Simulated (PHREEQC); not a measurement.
Consider water at 20 °C with 0.15 mol/kgw KHCO3 and 0.031 mol/kgw NaF. Closed to the air; pH follows from the charge balance.

Equilibrium calculation in PHREEQC: ion-association model, phreeqc.dat.

This is a speciation only: nothing precipitates in the calculation.

Order these Na species by the share of Na that they hold, largest first: NaCO3-, NaHCO3, NaF, Na+.

Na+ (94 %), NaHCO3 (4.3 %), NaF (0.86 %), NaCO3- (0.78 %)

The pH is 8.10 and the ionic strength 0.181 mol/kgw.
